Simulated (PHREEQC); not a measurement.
A solution holds 0.1 mol/kgw Na2S, at 25 °C. Closed to the air; pH follows from the charge balance.

Computed with PHREEQC (ion-association model, wateq4f.dat).

```json
[
 {"quantity": "pH", "before": "12.53", "after": "12.70"},
 {"quantity": "ionic strength (mol/kgw)", "before": "0.251", "after": "0.251"},
 {"quantity": "HS- (mol/kgw)", "before": "0.0493", "after": "0.0486"},
 {"quantity": "H2S (mol/kgw)", "before": "8.21e-8", "after": "6.52e-8"}
]
```

Problem. What was changed between the two runs?
A) diluted 100-fold with water
B) temperature from 25 to 50 °C
C) Na2S from 0.1 to 0.01 mol/kgw
D) temperature from 25 to 20 °C
E) Na2S replaced by NaHS at the same molality

Solution. D, temperature from 25 to 20 °C

No solid was allowed to form. With this much S-2 the pH rests on the database's HS-/S-2 constant; if that pK is higher, the solution is more alkaline. The database's pK near 12.9 for HS-/S-2 is now thought far too low, so its S-2 is overstated.
